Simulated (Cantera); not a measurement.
Mixture: CH4 : O2 : N2 = 1 : 3.77 : 16.2 (molar parts), at 0.365 atm, adiabatic and at constant pressure. Ignition delay is the time to a rise of 400 K.

Model: GRI-Mech 3.0 (53 species, 325 reactions), integrated in Cantera.

### Question
Predict: delay at 1275 K; delay at 1475 K; delay at 1675 K; delay at 1875 K; apparent activation energy between 1775 and 1975 K.

### Answer
| Property | Result |
|---|---|
| delay at 1275 K | 28.1 ms |
| delay at 1475 K | 2.93 ms |
| delay at 1675 K | 0.634 ms |
| delay at 1875 K | 0.203 ms |
| apparent activation energy between 1775 and 1975 K | 150 kJ/mol |
